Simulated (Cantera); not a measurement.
Input: 1 mol SiCl4, 0.034 mol Cl2, 95 mol H2, at 1000 Pa.

These are equilibrium values from Cantera (NASA tables, ideal gas, pure condensed phases), not measurements of a reactor. Candidate condensed phases: Si; 19 gas species. The numbers say what is thermodynamically allowed, not how fast it happens.

Over these rows the condensed part is Si(s). Partial pressures as log10 of bar:

| T (K) | 1000/T (1/K) | log p SiCl2 | log p H2 | log p HCl |
|---|---|---|---|---|
| 873 | 1.1455 | -6.38 | -2.01 | -4.25 |
| 923 | 1.0834 | -5.89 | -2.01 | -4.03 |
| 973 | 1.0277 | ? | -2.01 | -3.85 |
| 1023 | 0.9775 | -5.13 | -2.01 | -3.70 |
| 1073 | 0.9320 | -4.87 | -2.01 | -3.59 |
| 1123 | 0.8905 | -4.69 | -2.02 | -3.52 |

Task: Fit log p(SiCl2) = a + b·(1000/T) to the five rows, give the apparent enthalpy, and predict the row at 973 K.

Result: Means: 1000/T = 1.0058, log p = -5.392. Sxy = -0.303547, Sxx = 0.0450793, so b = -6.73 and a = -5.392 − (-6.73)×1.0058 = 1.38.
Apparent enthalpy: −19.145 × (-6.73) = 129 kJ/mol. With the condensed phases at unit activity, Si(s) + 2 HCl(g) = SiCl2(g) + H2(g) links this pressure to the main gases: over the six rows their terms move log p by +1.47 in all, so the slope isn't that reaction's ΔH° alone. The five rows lie within 0.08 of the line.
Prediction at 973 K: 1.38 + (-6.73)×1.0277 = -5.54. The computed value is -5.48, 0.06 from the line.
